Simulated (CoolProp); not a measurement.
Saturation properties of dimethyl carbonate.

The numbers come from the reference Helmholtz-energy equation of state, Zhou 2011 in CoolProp.

```json
[
 {"T (°C)": "64.25", "p (bar)": "0.4119", "liquid density (kg/m³)": "___", "vapour density (kg/m³)": "1.342", "enthalpy of vaporisation (kJ/kg)": "393.3", "surface tension (mN/m)": "22.6"},
 {"T (°C)": "76.35", "p (bar)": "___", "liquid density (kg/m³)": "993.5", "vapour density (kg/m³)": "2.027", "enthalpy of vaporisation (kJ/kg)": "385.1", "surface tension (mN/m)": "20.9"},
 {"T (°C)": "88.55", "p (bar)": "0.9640", "liquid density (kg/m³)": "976.2", "vapour density (kg/m³)": "___", "enthalpy of vaporisation (kJ/kg)": "376.7", "surface tension (mN/m)": "19.2"},
 {"T (°C)": "100.75", "p (bar)": "1.406", "liquid density (kg/m³)": "958.6", "vapour density (kg/m³)": "4.231", "enthalpy of vaporisation (kJ/kg)": "368.1", "surface tension (mN/m)": "17.6"},
 {"T (°C)": "112.85", "p (bar)": "1.989", "liquid density (kg/m³)": "___", "vapour density (kg/m³)": "5.861", "enthalpy of vaporisation (kJ/kg)": "___", "surface tension (mN/m)": "16.0"},
 {"T (°C)": "125.05", "p (bar)": "2.752", "liquid density (kg/m³)": "922.4", "vapour density (kg/m³)": "7.966", "enthalpy of vaporisation (kJ/kg)": "350.1", "surface tension (mN/m)": "14.4"},
 {"T (°C)": "137.15", "p (bar)": "3.715", "liquid density (kg/m³)": "903.6", "vapour density (kg/m³)": "10.60", "enthalpy of vaporisation (kJ/kg)": "___", "surface tension (mN/m)": "12.9"},
 {"T (°C)": "149.35", "p (bar)": "4.930", "liquid density (kg/m³)": "884.0", "vapour density (kg/m³)": "13.91", "enthalpy of vaporisation (kJ/kg)": "___", "surface tension (mN/m)": "11.4"}
]
```

Problem. What belongs in the gaps?

Solution. 
- 64.25, liquid density (kg/m³): 1010
- 76.35, p (bar): 0.6403
- 88.55, vapour density (kg/m³): 2.970
- 112.85, liquid density (kg/m³): 940.8
- 112.85, enthalpy of vaporisation (kJ/kg): 359.3
- 137.15, enthalpy of vaporisation (kJ/kg): 340.6
- 149.35, enthalpy of vaporisation (kJ/kg): 330.4

It boils at 90.1 °C under 1 atm.

Surface tension comes from a separate correlation (Mulero 2014).
